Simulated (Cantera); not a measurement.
What does this Cantera script print?

```python
import numpy as np
import cantera as ct

gas_names = [...]  # 87 gases of nasa_gas.yaml made of C, H, Si
cond_names = """
    C(gr) C6H6(L) C7H8(L) C8H18(L),n-octa Si(cr) Si(L) SiC(b)
""".split()


# ... load() reads the species with a 1 bar reference pressure and builds the phases ...
atoms = {
    'SiC': {'Si': 1, 'C': 1},
    'H2': {'H': 2},
}
top_T = {'C(gr)': 4500, 'SiC(b)': 3050}  # K; cautious upper limits of use, not melting points


# ... equilibrate(T, P, feed) seeds the gas with the atoms and calls Mixture.equilibrate('TP', solver="vcs", rtol=1e-11, max_steps=5000) ...
results = []
feed = {'SiC': 1, 'H2': 5.2}  # mol
T = 1548  # K
P = 133.322  # Pa
mix = equilibrate(T, P, feed)
results.append((T, P, feed, dict(zip(mix.species_names, mix.species_moles))))
print(gas.report(threshold=1e-05))
for i in range(1, mix.n_phases):
    print(f"{mix.phase(i).name:16s} {mix.phase_moles(i):12.5e} mol")
```

Result:

```
       temperature   1548 K
          pressure   133.32 Pa
           density   2.0875e-05 kg/m^3
  mean mol. weight   2.0152 kg/kmol
   phase of matter   gas

                          1 kg             1 kmol
                     ---------------   ---------------
          enthalpy        1.8889e+07        3.8066e+07  J
   internal energy        1.2502e+07        2.5195e+07  J
           entropy        1.1661e+05        2.3499e+05  J/K
    Gibbs function       -1.6162e+08        -3.257e+08  J
 heat capacity c_p             16147             32540  J/K
 heat capacity c_v             12021             24225  J/K

                      mass frac. Y      mole frac. X     chem. pot. / RT
                     ---------------   ---------------   ---------------
                 H        0.00042165        0.00084297           -12.658
                H2           0.99955           0.99915           -25.316
     [  +85 minor]        3.0448e-05        2.4105e-06

C(gr)             0.00000e+00 mol
Si(cr)            0.00000e+00 mol
SiC(b)            9.99992e-01 mol
```

Equilibrium computed with Cantera from the NASA thermochemical tables; the gas is ideal and each condensed phase is pure.
